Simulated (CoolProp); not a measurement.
Properties of cyclohexane along the isotherm 174.05 °C.

The numbers come from the reference Helmholtz-energy equation of state, Zhou 2014 in CoolProp.

| p (MPa) | phase | density (kg/m³) | Joule-Thomson coefficient (K/MPa) | isothermal compressibility (1/MPa) | viscosity (µPa s) | fugacity coefficient |
|---|---|---|---|---|---|---|
| 0.729 | gas | 19.14 | 15.33 | 1.630 | 10.3 | 0.8800 |
| 1.46 | liquid | 615.7 | -0.01520 | 0.005621 | 169 | 0.5219 |
| 2.19 | liquid | 618.2 | -0.03277 | 0.005368 | 172 | 0.3574 |
| 2.91 | liquid | 620.5 | -0.04859 | 0.005143 | 174 | 0.2761 |
| 3.64 | liquid | 622.8 | -0.06330 | 0.004935 | [?] | 0.2267 |
| 4.37 | liquid | 625.0 | [?] | 0.004746 | 179 | 0.1939 |
| 5.1 | liquid | 627.2 | -0.08935 | 0.004572 | 181 | [?] |
| 5.83 | liquid | 629.2 | -0.1010 | 0.004412 | 184 | 0.1532 |
| 6.56 | liquid | 631.2 | -0.1118 | 0.004265 | 186 | 0.1398 |
| 7.29 | liquid | 633.2 | -0.1219 | 0.004127 | [?] | 0.1291 |
| 8.02 | liquid | 635.0 | -0.1313 | 0.004000 | 191 | 0.1204 |
| 8.74 | liquid | 636.8 | -0.1400 | 0.003882 | 193 | 0.1134 |
| 9.47 | liquid | 638.6 | -0.1484 | 0.003771 | 196 | 0.1074 |
| 10.2 | liquid | 640.4 | -0.1562 | 0.003666 | 198 | 0.1023 |

**Question.** Fill in the missing entries.

**Answer.** 
- 3.64, viscosity (µPa s): 177
- 4.37, Joule-Thomson coefficient (K/MPa): -0.07684
- 5.1, fugacity coefficient: 0.1706
- 7.29, viscosity (µPa s): 189

Viscosity comes from a separate model (Tariq 2014).
